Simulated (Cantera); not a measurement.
**Thermodynamics of boron, boron nitride and boron oxide, feed borazine + H₂**

Input: 1 mol borazine, 50 mol H₂.

Method: chemical equilibrium by Gibbs-energy minimisation in Cantera with the NASA 1993 tables (ideal gas, pure condensed phases). Candidate condensed phases: B, BN; 15 gas species. The feed counts by its element totals alone. Mutual solubility and eutectic melting of coexisting phases are not modelled. The numbers say what is thermodynamically allowed, not how fast it happens.

### Question
Map the stable condensed phases over T = 1323, 1348, 1373, 1398, 1423, 1448, 1473, 1498, 1523, 1548, 1573, 1598 K and P in Pa = 10, 32, 100, 320, 1000, 3200, 10000, 32000, 100000.

### Answer
```
T in K \ P in Pa
             10     32    100    320   1000   3200  10000  32000 100000
   1598       A      A      A      A      B      B      B      B      B
   1573       A      A      A      B      B      B      B      B      B
   1548       A      A      A      B      B      B      B      B      B
   1523       A      A      A      B      B      B      B      B      B
   1498       A      A      B      B      B      B      B      B      B
   1473       A      A      B      B      B      B      B      B      B
   1448       A      B      B      B      B      B      B      B      B
   1423       A      B      B      B      B      B      B      B      B
   1398       B      B      B      B      B      B      B      B      B
   1373       B      B      B      B      B      B      B      B      B
   1348       B      B      B      B      B      B      B      B      B
   1323       B      B      B      B      B      B      B      B      B
```
A: B + BN; B: BN.
